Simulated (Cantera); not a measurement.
Input: 1 mol CH3SiCl3, 0.1 mol C2H2, 810 mol H2, equilibrated at 13.3 mbar.

Equilibrium computed with Cantera from the NASA thermochemical tables; the gas is ideal and each condensed phase is pure. Candidate condensed phases: C, C6H6, C7H8, C8H18, Si, SiC; 109 gas species. The feed counts by its element totals alone. Gases not in the tables: Si2H6 and higher silanes. Kinetics and transport are ignored.

### Question
Which condensed phases are stable at each of these points (T (K)): 1998, 2073, 2148, 2223, 2298, 2373, 2448, 2523?

### Answer
```csv
T (K),condensed phases,Si condensed (%)
1998,SiC(s),72.1
2073,SiC(s),22.7
2148,gas only,0.0
2223,gas only,0.0
2298,gas only,0.0
2373,gas only,0.0
2448,gas only,0.0
2523,gas only,0.0
```

From 1998 K to 2073 K the condensed part is SiC(s). From 2148 K to 2523 K nothing is condensed.
